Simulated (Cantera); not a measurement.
**Moist CO burnout**

An isothermal, constant-pressure homogeneous reactor starts with 2.86 % CO, 1.05 % O₂, 0.611 % H₂O, 95.5 % N₂, equivalence ratio 1.4, at 950 K and 4.50 bar.

Detailed kinetics in Cantera: GRI-Mech 3.0 (53 species, 325 reactions).

```csv
t (s),x CO,x O₂,x H₂O,x H₂O₂,x CO₂,x NO
2.00e-6,0.0286,0.0105,0.00611,<1e-12,<1e-12,<1e-12
6.32e-6,0.0286,0.0105,0.00611,<1e-12,2.78e-12,<1e-12
2.00e-5,0.0286,0.0105,0.00611,<1e-12,9.14e-12,<1e-12
6.32e-5,0.0286,0.0105,0.00611,<1e-12,3.22e-11,<1e-12
0.000200,0.0286,0.0105,0.00611,<1e-12,1.26e-10,<1e-12
0.000632,0.0286,0.0105,0.00611,<1e-12,5.22e-10,<1e-12
0.00200,0.0286,0.0105,0.00611,<1e-12,2.09e-9,<1e-12
0.00632,0.0286,0.0105,0.00611,<1e-12,9.60e-9,<1e-12
0.0200,0.0286,0.0105,0.00611,1.69e-12,6.20e-8,<1e-12
0.0632,0.0286,0.0105,0.00611,4.91e-11,6.62e-7,<1e-12
0.200,0.0286,0.0105,0.00611,9.99e-9,1.86e-5,<1e-12
0.632,0.0281,0.0102,0.00611,2.67e-7,0.000521,<1e-12
2.00,0.0259,0.00915,0.00611,3.13e-7,0.00274,1.41e-12
6.32,0.0199,0.00610,0.00611,2.99e-7,0.00892,1.71e-11
20.0,0.0103,0.00133,0.00612,7.73e-8,0.0186,1.78e-10
```
x: mole fraction; the columns are a selection and need not sum to one.

Equilibrium at this temperature and pressure: CO 0.00580, O₂ <1e-12, H₂O 0.00426, H₂O₂ <1e-12, CO₂ 0.0231, NO <1e-12 (gas phase only).
